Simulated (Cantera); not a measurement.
Mixture: CO : H2 : CH4 : O2 : N2 = 1 : 0.034 : 0.75 : 3.67 : 12.1 (molar parts), equivalence ratio 0.55, at 75000 Pa, adiabatic and at constant volume. Ignition delay is the time to a rise of 400 K.

Detailed kinetics in Cantera: GRI-Mech 3.0 (53 species, 325 reactions). Below about 1000 K GRI-Mech 3.0 lacks low-temperature oxidation paths. Below about 950 K walls govern HO2 and H2O2 in real vessels.

Q: What does this change do: O2 3.67 to 1.9 parts?

A: 
```
quantity                                                before       after
--------------------------------------------------  ----------  ----------
delay at 873 K                                          2.48 s      7.16 s
delay at 948 K                                         0.679 s      2.58 s
delay at 1023 K                                        0.236 s     0.873 s
delay at 1098 K                                        79.7 ms     0.280 s
delay at 1173 K                                        27.2 ms     91.3 ms
delay at 1248 K                                        9.88 ms     31.3 ms
apparent activation energy between 1098 and 1248 K  160 kJ/mol  170 kJ/mol
```
